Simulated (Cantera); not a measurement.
Input: 1 mol SiH2Cl2, 0.19 mol C3H8, 10 mol H2, equilibrated at 1700 Pa.

Cantera equilibrium calculation (NASA polynomials, part measured and part estimated; ideal gas, pure solids and liquids). Candidate condensed phases: C, C6H6, C7H8, C8H18, Si, SiC; 109 gas species. Mutual solubility and eutectic melting of coexisting phases are not modelled. The tables' values for SiCl3, SiCl are old estimates; treat these amounts as uncertain. Gases not in the tables: Si2H6 and higher silanes. The numbers say what is thermodynamically allowed, not how fast it happens.

x: gas mole fraction; n: condensed amount in mol.

```json
[
 {"T (K)": "925", "x H2": "0.938", "x HCl": "0.0269", "x H": "1.93e-9", "x SiCl2": "4.60e-5", "x SiCl4": "0.0307", "x Si": "<1e-12", "x SiHCl3": "?", "n SiC(s)": "0.570", "n Si(s)": "0", "n Si(l)": "0"},
 {"T (K)": "1075", "x H2": "0.926", "x HCl": "0.0399", "x H": "1.08e-7", "x SiCl2": "0.00336", "x SiCl4": "0.0222", "x Si": "<1e-12", "x SiHCl3": "?", "n SiC(s)": "0.570", "n Si(s)": "0.00499", "n Si(l)": "0"},
 {"T (K)": "1225", "x H2": "0.892", "x HCl": "0.0773", "x H": "2.26e-6", "x SiCl2": "0.0163", "x SiCl4": "0.00723", "x Si": "2.03e-10", "x SiHCl3": "?", "n SiC(s)": "0.570", "n Si(s)": "0.0496", "n Si(l)": "0"},
 {"T (K)": "1375", "x H2": "0.878", "x HCl": "0.0915", "x H": "2.46e-5", "x SiCl2": "0.0275", "x SiCl4": "0.000739", "x Si": "2.41e-8", "x SiHCl3": "?", "n SiC(s)": "0.570", "n Si(s)": "0.0379", "n Si(l)": "0"},
 {"T (K)": "1525", "x H2": "0.876", "x HCl": "0.0914", "x H": "0.000170", "x SiCl2": "0.0312", "x SiCl4": "6.79e-5", "x Si": "1.11e-6", "x SiHCl3": "?", "n SiC(s)": "0.570", "n Si(s)": "0.0194", "n Si(l)": "0"},
 {"T (K)": "1675", "x H2": "0.876", "x HCl": "0.0895", "x H": "0.000834", "x SiCl2": "0.0329", "x SiCl4": "8.85e-6", "x Si": "2.55e-5", "x SiHCl3": "?", "n SiC(s)": "0.570", "n Si(s)": "0.00299", "n Si(l)": "0"},
 {"T (K)": "1825", "x H2": "0.871", "x HCl": "0.0943", "x H": "0.00315", "x SiCl2": "0.0305", "x SiCl4": "1.67e-6", "x Si": "0.000268", "x SiHCl3": "?", "n SiC(s)": "0.570", "n Si(s)": "0", "n Si(l)": "0.0298"},
 {"T (K)": "1975", "x H2": "0.860", "x HCl": "0.0982", "x H": "0.00973", "x SiCl2": "0.0277", "x SiCl4": "3.97e-7", "x Si": "0.00190", "x SiHCl3": "?", "n SiC(s)": "0.569", "n Si(s)": "0", "n Si(l)": "0.0330"},
 {"T (K)": "2125", "x H2": "0.834", "x HCl": "0.105", "x H": "0.0254", "x SiCl2": "0.0217", "x SiCl4": "1.08e-7", "x Si": "0.00800", "x SiHCl3": "?", "n SiC(s)": "0.565", "n Si(s)": "0", "n Si(l)": "0"},
 {"T (K)": "2275", "x H2": "0.786", "x HCl": "0.117", "x H": "0.0577", "x SiCl2": "0.0116", "x SiCl4": "2.64e-8", "x Si": "0.0164", "x SiHCl3": "?", "n SiC(s)": "0.536", "n Si(s)": "0", "n Si(l)": "0"}
]
```

### Question
Complete the blanks.

### Answer

- 925, x SiHCl3: 0.00389
- 1075, x SiHCl3: 0.00639
- 1225, x SiHCl3: 0.00260
- 1375, x SiHCl3: 0.000452
- 1525, x SiHCl3: 7.35e-5
- 1675, x SiHCl3: 1.56e-5
- 1825, x SiHCl3: 4.12e-6
- 1975, x SiHCl3: 1.29e-6
- 2125, x SiHCl3: 4.24e-7
- 2275, x SiHCl3: 1.12e-7
